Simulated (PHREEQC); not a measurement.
Make-up at 9.7 °C: 5.4 mmol/kgw Pb(NO3)2. Closed to the air; pH follows from the charge balance.

Equilibrium calculation in PHREEQC: ion-association model, phreeqc.dat.

Each row changes one thing in this solution. No solid was allowed to form.

```json
[
 {"case": "as made", "pH": "5.07", "ionic strength (mol/kgw)": "0.0153", "NO3- (mol/kgw)": "0.0103", "Pb+2 (mol/kgw)": "0.00493", "PbNO3+ (mol/kgw)": "0.000462", "PbOH+ (mol/kgw)": "7.93e-6", "SI of Pb(OH)2 (Pb(OH)2)": "-1.07"},
 {"case": "diluted 5-fold with water", "pH": "5.39", "ionic strength (mol/kgw)": "0.00318", "NO3- (mol/kgw)": "0.00213", "Pb+2 (mol/kgw)": "0.00105", "PbNO3+ (mol/kgw)": "[?]", "PbOH+ (mol/kgw)": "4.19e-6", "SI of Pb(OH)2 (Pb(OH)2)": "-1.01"},
 {"case": "Pb(NO3)2 from 0.0054 to 0.0081 mol/kgw", "pH": "4.99", "ionic strength (mol/kgw)": "0.0225", "NO3- (mol/kgw)": "0.0153", "Pb+2 (mol/kgw)": "0.00717", "PbNO3+ (mol/kgw)": "0.000913", "PbOH+ (mol/kgw)": "[?]", "SI of Pb(OH)2 (Pb(OH)2)": "[?]"},
 {"case": "diluted 10-fold with water", "pH": "5.53", "ionic strength (mol/kgw)": "0.00160", "NO3- (mol/kgw)": "0.00107", "Pb+2 (mol/kgw)": "0.000530", "PbNO3+ (mol/kgw)": "7.06e-6", "PbOH+ (mol/kgw)": "3.05e-6", "SI of Pb(OH)2 (Pb(OH)2)": "-1.00"},
 {"case": "Pb(NO3)2 from 0.0054 to 0.027 mol/kgw", "pH": "4.71", "ionic strength (mol/kgw)": "0.0688", "NO3- (mol/kgw)": "0.0479", "Pb+2 (mol/kgw)": "0.0209", "PbNO3+ (mol/kgw)": "0.00611", "PbOH+ (mol/kgw)": "1.10e-5", "SI of Pb(OH)2 (Pb(OH)2)": "-1.34"},
 {"case": "Pb(NO3)2 from 0.0054 to 0.00054 mol/kgw", "pH": "5.53", "ionic strength (mol/kgw)": "0.00160", "NO3- (mol/kgw)": "0.00107", "Pb+2 (mol/kgw)": "0.000530", "PbNO3+ (mol/kgw)": "7.06e-6", "PbOH+ (mol/kgw)": "3.05e-6", "SI of Pb(OH)2 (Pb(OH)2)": "-1.00"},
 {"case": "temperature from 9.7 to 45 °C", "pH": "[?]", "ionic strength (mol/kgw)": "0.0153", "NO3- (mol/kgw)": "0.0103", "Pb+2 (mol/kgw)": "0.00494", "PbNO3+ (mol/kgw)": "0.000450", "PbOH+ (mol/kgw)": "[?]", "SI of Pb(OH)2 (Pb(OH)2)": "+0.12"}
]
```

Question: Some entries are withheld; supply them.

Answer: 
- diluted 5-fold with water, PbNO3+ (mol/kgw): 2.60e-5
- Pb(NO3)2 from 0.0054 to 0.0081 mol/kgw, PbOH+ (mol/kgw): 8.96e-6
- Pb(NO3)2 from 0.0054 to 0.0081 mol/kgw, SI of Pb(OH)2 (Pb(OH)2): -1.11
- temperature from 9.7 to 45 °C, pH: 5.08
- temperature from 9.7 to 45 °C, PbOH+ (mol/kgw): 7.85e-6

Some of these states are supersaturated (in Pb(OH)2, for instance). Constants without temperature data keep their 25 °C values here.
